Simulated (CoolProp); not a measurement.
Vapour-liquid equilibrium of methanol (1) + ethanol (2) at 23.2 bar; x and y are mole fractions of (1).

Values from CoolProp's multi-fluid Helmholtz-energy mixture model, de Reuck 1993 and Schroeder 2014; pair parameters Bell 2016.

```tsv
x	bubble temperature (K)	y at the bubble point	dew temperature at overall composition x (K)	liquid density (mol/L)
0.05	459.8	0.061	460.0	12.88
0.2	457.5	0.235	457.9	13.63
0.35	455.3	0.397	455.9	14.44
0.5	453.1	0.551	453.8	15.33
0.65	451.0	0.697	451.7	16.31
0.8	448.8	0.834	449.3	17.38
0.95	446.5	0.961	446.7	18.57
```

No azeotrope shows between x = 0.05 and 0.95.

The pair parameters rest on a limited set of measurements; away from them the model extrapolates.
